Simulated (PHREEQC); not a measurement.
Model water analysis in mg/kgw, 40 °C, pH 4.1, pe 12.5:

| constituent | mg/kgw |
|---|---|
| Na | 320 |
| K | 445 |
| Ca | 271 |
| Mg | 24.1 |
| Cl | 77.4 |
| S(6) as SO4 | 2580 |
| Fe(3) | 344 |
| Li | 3.57 |
| Pb | 18.5 |

Valence states are taken as typed.

Computed with PHREEQC (ion-association model, phreeqc.dat).

### Question
The ionic strength comes out as 0.0730 mol/kgw. What activity coefficients do PbCl+, Fe3(OH)4+5, Fe2(OH)2+4, Cl-, Ca+2 get?

### Answer
PbCl+ 0.79, Fe3(OH)4+5 0.0032, Fe2(OH)2+4 0.025, Cl- 0.78, Ca+2 0.42.

This is a speciation only: nothing precipitates in the calculation. Saturation is exceeded, for instance for Jarosite-K, Anglesite; the values hold only as long as no solid forms. Species that the database lacks are ignored. Away from 25 °C the constants follow the database's enthalpies or fits; those with neither stay at their 25 °C values.
